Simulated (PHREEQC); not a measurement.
# Leach liquor (model solution)

Dissolve 4.4 mmol/kgw H2SO4, 0.081 mmol/kgw Al2(SO4)3 and 0.6 mmol/kgw MgSO4 at 25 °C. Closed to the air; pH follows from the charge balance.

Computed with PHREEQC (ion-association model, phreeqc.dat).

No solid was allowed to form.

Task: Predict the pH.

Result: pH 2.18.

Task: In which forms is Mg present?

Result: Mg+2 75 %, MgSO4 25 % of the Mg.
